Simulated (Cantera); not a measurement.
Input: 1 mol SiC, 8.9 mol N2, at 10000 Pa.

These are equilibrium values from Cantera (NASA tables, ideal gas, pure condensed phases), not measurements of a reactor. Candidate condensed phases: C, Si, SiC, Si3N4; 20 gas species. Kinetics and transport are ignored.

Question: What share of the Si ends up in condensed phases as a function of T (°C), at 1900, 1950, 2000, 2050, 2100, 2150, 2200, 2250, 2300, 2350?

Answer: 
```csv
T (°C),Si condensed (%),as
1900,99.7,SiC(s)
1950,99.4,SiC(s)
2000,98.8,SiC(s)
2050,97.8,SiC(s)
2100,96.1,SiC(s)
2150,93.0,SiC(s)
2200,87.7,SiC(s)
2250,78.8,SiC(s)
2300,63.8,SiC(s)
2350,38.5,SiC(s)
```
